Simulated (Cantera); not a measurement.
**Adiabatic ignition**

An adiabatic, constant-volume homogeneous reactor starts with H2 : O2 : N2 = 1 : 0.758 : 5.3 (molar parts), equivalence ratio 0.66, at 1175 K and 3750 Torr.

Detailed kinetics in Cantera: GRI-Mech 3.0 (53 species, 325 reactions). The hydrogen kinetics of GRI-Mech 3.0 are dated; newer H2 mechanisms differ, most at raised pressure.

```
t (s)     T (K)  P (bar)      x H2    x O2    x H2O      x NO   x H2O2
--------  -----  -------  --------  ------  -------  --------  -------
7.00e-6    1175     5.00     0.142   0.107  2.24e-7    <1e-12  1.32e-9
1.67e-5    1175     5.00     0.142   0.107  9.12e-6    <1e-12  7.07e-8
3.99e-5    2331     9.28   0.00381  0.0379    0.143   5.20e-5  7.32e-7
9.51e-5    2403     9.52  0.000905  0.0382    0.149  0.000104  5.09e-7
0.000227   2403     9.52  0.000904  0.0382    0.149  0.000202  5.09e-7
0.000542   2402     9.52  0.000903  0.0381    0.149  0.000434  5.07e-7
0.00129    2401     9.51  0.000900  0.0378    0.149  0.000962  5.04e-7
0.00308    2398     9.50  0.000894  0.0373    0.149   0.00209  4.97e-7
0.00736    2393     9.48  0.000883  0.0363    0.149   0.00410  4.84e-7
0.0176     2387     9.45  0.000871  0.0351    0.149   0.00644  4.69e-7
0.0419     2384     9.44  0.000866  0.0346    0.149   0.00754  4.63e-7
0.100      2384     9.44  0.000865  0.0346    0.149   0.00763  4.62e-7
```
x: mole fraction; the columns are a selection and need not sum to one.

```json
{
  "time_of_steepest_temperature_rise": "33.7 µs",
  "temperature at 0.100 s": "2384 K",
  "equilibrium_temperature": "2384 K",
  "x(H2) at 0.100 s": "0.000865 (gas-phase equilibrium 0.000865)",
  "x(O2) at 0.100 s": "0.0346 (gas-phase equilibrium 0.0346)",
  "x(H2O) at 0.100 s": "0.149 (gas-phase equilibrium 0.149)"
}
```
